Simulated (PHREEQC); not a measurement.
**Leach liquor: an equilibrium model**

Solution (25 °C): 0.047 mol/kgw H2SO4, 0.027 mol/kgw FeSO4 and 0.00058 mol/kgw Na2SO4. Closed to the air; pH follows from the charge balance.

Model: ion-association model, wateq4f.dat, run in PHREEQC.

No solid was allowed to form.

Problem. Estimate the pH, ionic strength.

Solution. pH 1.39; ionic strength 0.125 mol/kgw.

Problem. In which forms is Na present?

Solution. Na+ 96 %, NaSO4- 3.7 % of the Na.
